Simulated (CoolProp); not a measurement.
Computed with CoolProp (reference Helmholtz-energy equation of state, Thol 2022).

**Question.** For vinyl chloride, give the phase and the density (kg/m³), cv (kJ/(kg K)), fugacity coefficient at 375.1 K and 2.95 MPa; 393.4 K and 2.95 MPa; 411.7 K and 2.95 MPa.

**Answer.** 
- 375.1 K and 2.95 MPa: liquid; density 730, cv 1.01, fugacity coefficient 0.653
- 393.4 K and 2.95 MPa: gas; density 80.0, cv 1.00, fugacity coefficient 0.780
- 411.7 K and 2.95 MPa: gas; density 70.5, cv 1.00, fugacity coefficient 0.812
